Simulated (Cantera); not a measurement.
Cantera with NASA thermochemical tables; ideal gases at 1 bar, condensed phases pure. Values are per mole of reaction as written; species without (g) are pure solids or liquids, kept so even where they would boil at 1 bar.

Question: Between 548 and 673 K, where is each reaction favourable under standard conditions?
- 5 O2(g) + 4 PH3(g) + 2 N2(g) ⇌ 4 NH3(g) + P4O10

Answer: 
- 5 O2(g) + 4 PH3(g) + 2 N2(g) ⇌ 4 NH3(g) + P4O10: ΔG° is -2533 kJ at 548 K and -2381 kJ at 673 K; it stays negative (K > 1). ΔH° is -3193 kJ and ΔS° -1207 J/K at 673 K.
